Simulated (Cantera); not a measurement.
An adiabatic, constant-volume homogeneous reactor starts with H2 : O2 : N2 = 1 : 0.769 : 2.89 (molar parts), equivalence ratio 0.65, at 1123 K and 5.00 bar. Integrator tolerance rtol = 1e-08.

Detailed kinetics in Cantera: GRI-Mech 3.0 (53 species, 325 reactions). The hydrogen kinetics of GRI-Mech 3.0 are dated; newer H2 mechanisms differ, most at raised pressure.

Question: What does this change do: pressure from 5.00 bar to 0.200 bar?

Answer: 
```json
[
 {"quantity": "time of steepest temperature rise", "before": "0.163 ms", "after": "0.330 ms"},
 {"quantity": "temperature at 0.200 s", "before": "2776 K", "after": "2603 K"},
 {"quantity": "equilibrium temperature", "before": "2776 K", "after": "2603 K"},
 {"quantity": "x(H2) at 0.200 s", "before": "0.00579 (gas-phase equilibrium 0.00579)", "after": "0.0131 (gas-phase equilibrium 0.0131)"},
 {"quantity": "x(O2) at 0.200 s", "before": "0.0527 (gas-phase equilibrium 0.0527)", "after": "0.0545 (gas-phase equilibrium 0.0545)"},
 {"quantity": "x(OH) at 0.200 s", "before": "0.0182 (gas-phase equilibrium 0.0182)", "after": "0.0251 (gas-phase equilibrium 0.0251)"},
 {"quantity": "x(H) at 0.200 s", "before": "0.00173 (gas-phase equilibrium 0.00173)", "after": "0.00690 (gas-phase equilibrium 0.00690)"},
 {"quantity": "x(NO) at 0.200 s", "before": "0.0166 (gas-phase equilibrium 0.0166)", "after": "0.0129 (gas-phase equilibrium 0.0129)"},
 {"quantity": "x(H2O2) at 0.200 s", "before": "2.05e-6 (gas-phase equilibrium 2.05e-6)", "after": "2.73e-7 (gas-phase equilibrium 2.73e-7)"}
]
```

Question: What does this change do: N2 2.89 to 2 parts?

Answer: 
```csv
quantity,before,after
time of steepest temperature rise,0.163 ms,0.150 ms
temperature at 0.200 s,2776 K,2983 K
equilibrium temperature,2776 K,2983 K
x(H2) at 0.200 s,0.00579 (gas-phase equilibrium 0.00579),0.0130 (gas-phase equilibrium 0.0130)
x(O2) at 0.200 s,0.0527 (gas-phase equilibrium 0.0527),0.0645 (gas-phase equilibrium 0.0645)
x(OH) at 0.200 s,0.0182 (gas-phase equilibrium 0.0182),0.0336 (gas-phase equilibrium 0.0336)
x(H) at 0.200 s,0.00173 (gas-phase equilibrium 0.00173),0.00501 (gas-phase equilibrium 0.00501)
x(NO) at 0.200 s,0.0166 (gas-phase equilibrium 0.0166),0.0224 (gas-phase equilibrium 0.0224)
x(H2O2) at 0.200 s,2.05e-6 (gas-phase equilibrium 2.05e-6),3.92e-6 (gas-phase equilibrium 3.92e-6)
```
